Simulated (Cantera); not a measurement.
A perfectly stirred reactor is fed with CH4 : C2H6 : C3H8 : O2 : N2 = 1 : 0.45 : 0.045 : 3.45 : 13 (molar parts), equivalence ratio 1.1, at 6.20 bar; it is adiabatic with a 548 K inlet, and is followed from long to short residence time, starting on the burning branch (τ in s: 0.12, 0.045, 0.018, 0.007, 0.0027, 0.0011, 0.00042, 0.00016, 6.5e-05, 2.5e-05, 9.9e-06).

Computed with Cantera and GRI-Mech 3.0 (53 species, 325 reactions).

Q: What does this change do: inlet temperature 548 to 673 K?

A: 
| quantity | before | after |
|---|---|---|
| blow-out, bracketed by the residence times tried | burning at 25.0 µs, out at 9.90 µs | burning at 25.0 µs, out at 9.90 µs |
| x(CH4) at τ = 0.120 s | 9.22e-7 | 4.69e-7 |
| x(C2H6) at τ = 0.120 s | 1.42e-8 | 9.65e-9 |
| x(C3H8) at τ = 0.120 s | 1.78e-9 | 1.29e-9 |
| x(CH2O) at τ = 0.120 s | 1.44e-7 | 9.10e-8 |
| x(C2H4) at τ = 0.120 s | 3.93e-8 | 2.49e-8 |
| x(CH4) at τ = 1.10 ms | 2.88e-5 | 2.23e-5 |
| x(C2H6) at τ = 1.10 ms | 1.30e-6 | 9.56e-7 |
| x(C3H8) at τ = 1.10 ms | 1.34e-7 | 1.07e-7 |
| x(CH2O) at τ = 1.10 ms | 6.23e-6 | 5.20e-6 |
| x(C2H4) at τ = 1.10 ms | 2.93e-6 | 2.10e-6 |
